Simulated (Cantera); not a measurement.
Input: 1 mol Si, 0.034 mol H2O, 64 mol CO, held at 1052 °C and 3530 Torr.

Method: chemical equilibrium by Gibbs-energy minimisation in Cantera with the NASA 1993 tables (ideal gas, pure condensed phases). Candidate condensed phases: C, C6H6, C7H8, C8H18, H2O, Si, SiC, SiO2; 123 gas species. The tables hold silica as quartz up to 1696 K and as liquid above; real silica turns to tridymite and cristobalite and melts near 1996 K. Rates play no part.

Base state: CO 0.982, CO2 0.0175, H2 0.000539, H2O 1.79e-5 (mole fractions); condensed: C(graphite) + SiO2(β-quartz).

Q: What changes in the equilibrium state with this change: temperature from 1052 °C to 1750 °C?

A: 
| species | before | after |
|---|---|---|
| CO | 0.982 | 0.990 |
| SiO | <1e-9 | 0.00971 |
| H2 | 0.000539 | 0.000520 |
| CO2 | 0.0175 | 0.000106 |
| H | 1.75e-8 | 2.00e-5 |
| H2O | 1.79e-5 | 2.59e-7 |
| C(graphite), mol | 3.03 | 0.217 |
| SiO2(β-quartz), mol | 1.00 | 0 |
| SiC(s), mol | 0 | 0.378 |
